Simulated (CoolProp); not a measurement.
Aqueous magnesium chloride as a coolant, at 39 °C, 1 atm.

Model: Melinder's fits for secondary coolants, in CoolProp.

```json
[
 {"mass %": "5.7", "freezing point (°C)": "-3.5", "conductivity (W/(m K))": "0.616", "viscosity (mPa s)": "0.793", "cp (kJ/(kg K))": "3.875", "Prandtl number": "4.98"},
 {"mass %": "7.2", "freezing point (°C)": "-4.9", "conductivity (W/(m K))": "0.614", "viscosity (mPa s)": "0.809", "cp (kJ/(kg K))": "3.791", "Prandtl number": "5.00"},
 {"mass %": "8.6", "freezing point (°C)": "-6.4", "conductivity (W/(m K))": "0.611", "viscosity (mPa s)": "0.839", "cp (kJ/(kg K))": "3.714", "Prandtl number": "5.10"},
 {"mass %": "10", "freezing point (°C)": "-8.3", "conductivity (W/(m K))": "0.608", "viscosity (mPa s)": "0.884", "cp (kJ/(kg K))": "3.638", "Prandtl number": "5.29"},
 {"mass %": "11.4", "freezing point (°C)": "-10.4", "conductivity (W/(m K))": "0.604", "viscosity (mPa s)": "0.941", "cp (kJ/(kg K))": "3.565", "Prandtl number": "5.55"},
 {"mass %": "12.8", "freezing point (°C)": "-12.7", "conductivity (W/(m K))": "0.600", "viscosity (mPa s)": "1.01", "cp (kJ/(kg K))": "3.494", "Prandtl number": "5.85"},
 {"mass %": "14.2", "freezing point (°C)": "-15.2", "conductivity (W/(m K))": "0.596", "viscosity (mPa s)": "1.08", "cp (kJ/(kg K))": "3.426", "Prandtl number": "6.18"},
 {"mass %": "15.6", "freezing point (°C)": "-18.0", "conductivity (W/(m K))": "0.592", "viscosity (mPa s)": "1.15", "cp (kJ/(kg K))": "3.361", "Prandtl number": "6.50"},
 {"mass %": "17", "freezing point (°C)": "-21.0", "conductivity (W/(m K))": "0.588", "viscosity (mPa s)": "1.22", "cp (kJ/(kg K))": "3.298", "Prandtl number": "6.86"},
 {"mass %": "18.4", "freezing point (°C)": "-24.3", "conductivity (W/(m K))": "0.584", "viscosity (mPa s)": "1.32", "cp (kJ/(kg K))": "3.235", "Prandtl number": "7.34"},
 {"mass %": "19.8", "freezing point (°C)": "-28.1", "conductivity (W/(m K))": "0.579", "viscosity (mPa s)": "1.48", "cp (kJ/(kg K))": "3.172", "Prandtl number": "8.13"},
 {"mass %": "21.2", "freezing point (°C)": "-32.5", "conductivity (W/(m K))": "0.575", "viscosity (mPa s)": "1.79", "cp (kJ/(kg K))": "3.105", "Prandtl number": "9.67"}
]
```
